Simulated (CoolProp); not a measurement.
A single-stage vapour-compression cycle with the fluid: evaporating at 268.15 K (dew point), condensing at 305.15 K (bubble point), superheat 0 K, subcooling 0 K, compressor efficiency 0.85, no pressure losses. The same conditions are run with several fluids, on thermodynamics alone (safety and materials aside).

Computed with CoolProp (reference Helmholtz-energy equation of state of each fluid (c-C4F8 (RC318): Platzer 1990; C3F8 (R218): Lemmon 2006; chlorine: Thol 2021; R1336mzz(Z): McLinden 2020; R507A: Lemmon 2003; isobutene: Lemmon 2005)). The equations of Platzer and Polt are older, rougher fits. Blends and air are pseudo-pure fits.

```
fluid           cooling COP  pressure ratio  discharge temperature (K)  refrigerating effect (kJ/kg)  volumetric capacity (kJ/m³)
--------------  -----------  --------------  -------------------------  ----------------------------  ---------------------------
c-C4F8 (RC318)          [?]            3.68                      305.1                          76.2                          755
C3F8 (R218)            4.07            2.97                      305.1                           [?]                          [?]
chlorine               5.32            3.00                      364.7                           233                          [?]
R1336mzz(Z)             [?]             [?]                      305.1                           137                          198
R507A                   [?]            2.89                      312.2                           113                         3090
isobutene              5.31            3.42                      310.7                           304                          877
```

Task: What belongs in the gaps?

Result: 
- c-C4F8 (RC318), cooling COP: 4.75
- C3F8 (R218), refrigerating effect (kJ/kg): 50.6
- C3F8 (R218), volumetric capacity (kJ/m³): 1710
- chlorine, volumetric capacity (kJ/m³): 2450
- R1336mzz(Z), cooling COP: 5.25
- R1336mzz(Z), pressure ratio: 4.97
- R507A, cooling COP: 4.66

The compression ends wet for: c-C4F8 (RC318); C3F8 (R218); R1336mzz(Z).
